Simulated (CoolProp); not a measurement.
Vapour-liquid equilibrium of n-octane (1) + o-xylene (2) at 176.35 °C; x and y are mole fractions of (1).

The numbers come from the multi-fluid Helmholtz-energy mixture model, Beckmüller 2019 and Zhou 2012; pair parameters Bell 2016 in CoolProp.

Task: Give the bubble pressure and the first vapour's composition at x = 0.05, 0.2, 0.65. Is there an azeotrope?

Result: x = 0.05: 0.2277 MPa, y = 0.078; x = 0.2: 0.2487 MPa, y = 0.281; x = 0.65: 0.3048 MPa, y = 0.729. No azeotrope shows between x = 0.05 and 0.95.

The pair parameters rest on a limited set of measurements; away from them the model extrapolates.
